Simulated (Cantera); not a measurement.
Feed: 1 mol Si3H8, 7.4 mol H2, 0.53 mol HCl, equilibrated at 1.20 bar.

Cantera equilibrium calculation (NASA polynomials, part measured and part estimated; ideal gas, pure solids and liquids). Candidate condensed phases: Si; 19 gas species. The feed counts by its element totals alone. The tables' values for SiCl3 are old estimates; treat these amounts as uncertain. Gases not in the tables: Si2H6 and higher silanes. Rates play no part.

x: gas mole fraction; n: condensed amount in mol.

| T (°C) | x H2 | x HCl | x SiHCl3 | x SiCl4 | x SiCl2 | n Si(s) | n Si(l) |
|---|---|---|---|---|---|---|---|
| 702 | 0.983 | 0.00434 | 0.00634 | 0.00489 | 3.09e-5 | 2.86 | 0 |
| 777 | 0.981 | 0.00784 | 0.00569 | 0.00438 | 0.000117 | 2.87 | 0 |
| 852 | 0.977 | … | … | … | … | 2.88 | 0 |
| 927 | 0.973 | 0.0187 | 0.00368 | 0.00260 | 0.000849 | 2.90 | 0 |
| 1002 | 0.968 | 0.0248 | 0.00246 | 0.00156 | 0.00164 | 2.92 | 0 |
| 1077 | 0.965 | 0.0296 | 0.00139 | 0.000746 | 0.00256 | 2.93 | 0 |
| 1152 | 0.962 | 0.0326 | 0.000687 | 0.000297 | 0.00333 | 2.94 | 0 |
| 1227 | 0.961 | 0.0340 | … | … | … | 2.94 | 0 |
| 1302 | 0.961 | 0.0345 | 0.000150 | 4.04e-5 | 0.00419 | 2.94 | 0 |
| 1377 | 0.961 | 0.0346 | 7.33e-5 | 1.57e-5 | 0.00443 | 2.94 | 0 |
| 1452 | 0.960 | 0.0350 | 3.64e-5 | 6.41e-6 | 0.00440 | 0 | 2.94 |

### Question
What belongs in the gaps?

### Answer

- 852, x HCl: 0.0127
- 852, x SiHCl3: 0.00480
- 852, x SiCl4: 0.00360
- 852, x SiCl2: 0.000352
- 1227, x SiHCl3: 0.000320
- 1227, x SiCl4: 0.000109
- 1227, x SiCl2: 0.00385
